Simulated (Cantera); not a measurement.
A closed system holds: 1 mol SiCl4, 0.3 mol O2, 11 mol N2, held at 2.60 mbar.

These are equilibrium values from Cantera (NASA tables, ideal gas, pure condensed phases), not measurements of a reactor. Candidate condensed phases: Si, SiO2, Si2N2O, Si3N4; 23 gas species. The tables hold silica as quartz up to 1696 K and as liquid above; real silica turns to tridymite and cristobalite and melts near 1996 K. Rates play no part.

Problem. What share of the Si ends up in condensed phases as a function of T (K), at 1373, 1423, 1473, 1523, 1573, 1623, 1673, 1723, 1773, 1823, 1873?

Solution. 
```tsv
T (K)	Si condensed (%)	as
1373	30.0	SiO2(β-quartz)
1423	30.0	SiO2(β-quartz)
1473	30.0	SiO2(β-quartz)
1523	30.0	SiO2(β-quartz)
1573	30.0	SiO2(β-quartz)
1623	29.8	SiO2(β-quartz)
1673	29.0	SiO2(β-quartz)
1723	25.8	SiO2(condensed)
1773	16.8	SiO2(condensed)
1823	0.0	-
1873	0.0	-
```
